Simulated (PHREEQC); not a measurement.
A solution holds 0.0032 mol NH4HF2 per kg of water, at 75 °C. It is in equilibrium with CO2 at log p = -2 (atm). Otherwise closed; pH follows from the charge balance.

The numbers come from PHREEQC with the ion-association model, phreeqc.dat.

```json
[
 {"quantity": "pH", "before": "3.64", "after": "3.52"},
 {"quantity": "F- (mol/kgw)", "before": "0.00340", "after": "0.0288"},
 {"quantity": "HF2- (mol/kgw)", "before": "4.30e-5", "after": "0.00352"},
 {"quantity": "HCO3- (mol/kgw)", "before": "2.97e-7", "after": "2.54e-7"}
]
```

Problem. What was changed between the two runs?
A. NH4HF2 from 0.0032 to 0.016 mol/kgw
B. NH4HF2 from 0.0032 to 0.032 mol/kgw
C. NH4HF2 from 0.0032 to 0.0048 mol/kgw
D. NH4HF2 from 0.0032 to 0.00064 mol/kgw
E. temperature from 75 to 90 °C

Solution. B, NH4HF2 from 0.0032 to 0.032 mol/kgw

No solid was allowed to form. Constants without temperature data keep their 25 °C values here.
